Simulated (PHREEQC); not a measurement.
Make-up at 65 °C: 0.0045 mol/kgw NaHCO3, 1.5e-05 mol/kgw Na2B4O7 and 0.0087 mol/kgw LiCl. Closed to the air; pH follows from the charge balance.

Equilibrium calculation in PHREEQC: ion-association model with the Davies equation for every ion, phreeqc.dat.

The pH is 8.07. The ionic strength is 0.0133 mol/kgw. The total alkalinity comes out as 4.53 meq/kg.

```tsv
species	molality	activity	log γ
Cl-	0.00870	0.00767	-0.055
Li+	0.00870	0.00767	-0.055
Na+	0.00451	0.00397	-0.055
HCO3-	0.00436	0.00384	-0.055
CO2	6.51e-5	6.53e-5	0.001
CO3-2	5.45e-5	3.29e-5	-0.219
H3BO3	5.24e-5	5.25e-5	0.001
OH-	1.66e-5	1.47e-5	-0.055
NaCO3-	1.64e-5	1.44e-5	-0.055
H2BO3-	7.62e-6	6.72e-6	-0.055
NaHCO3	7.00e-6	7.03e-6	0.001
H+	9.72e-9	8.57e-9	-0.055
```

Precipitation was switched off in this run. Away from 25 °C the constants follow the database's enthalpies or fits; those with neither stay at their 25 °C values.
